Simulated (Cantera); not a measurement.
A perfectly stirred reactor is fed with C3H8 : H2 = 1 : 11 (molar parts), at 0.000109 atm; it is held at 1348 K, and followed from long to short residence time.

Computed with Cantera and GRI-Mech 3.0 (53 species, 325 reactions). GRI-Mech 3.0 was tuned for natural gas; its chemistry of propane as a main component is partial and can be far from experiment. GRI-Mech 3.0 stops at C3 and has no aromatics, soot or wall deposition, so with more carbon than oxygen in the feed, carbon stays in small species such as C2H2 where larger ones or solid carbon would form. Radical loss at walls, strong at low pressure, is not modelled.

One state of this run: x C3H8 = 0.00102; x H2 = 0.850; x CH3 = 0.00156; x C2H2 = 0.0493; x CH2 = 4.32e-7; x CH4 = 0.0785. x: mole fraction; the columns are a selection and need not sum to one.

Task: Which value of τ (s) does it belong to?
(A) 0.0087
(B) 8.7
(C) 0.0028
(D) 28

Result: B, 8.7
